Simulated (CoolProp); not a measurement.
A Linde-Hampson liquefier for carbon monoxide: isothermal reversible compression at 250 K from 1 atm to 15 MPa, throttling to 1 atm, return gas leaving the recuperator 5 K below the feed. Each further row changes one setting.

Model: reference Helmholtz-energy equation of state, Lemmon 2006, in CoolProp. It is a short technical equation, of lower accuracy than the large ones.

```csv
case,liquid yield per pass,compression work (kJ/kg of gas)
as stated,0.108,363
high pressure 30 MPa,(withheld),(withheld)
warm-end temperature 280 K,(withheld),(withheld)
warm-end gap 10 K,(withheld),363
```

**Question.** Fill in the missing entries.

**Answer.** 
- high pressure 30 MPa, liquid yield per pass: 0.156
- high pressure 30 MPa, compression work (kJ/kg of gas): 415
- warm-end temperature 280 K, liquid yield per pass: 0.075
- warm-end temperature 280 K, compression work (kJ/kg of gas): 412
- warm-end gap 10 K, liquid yield per pass: 0.096
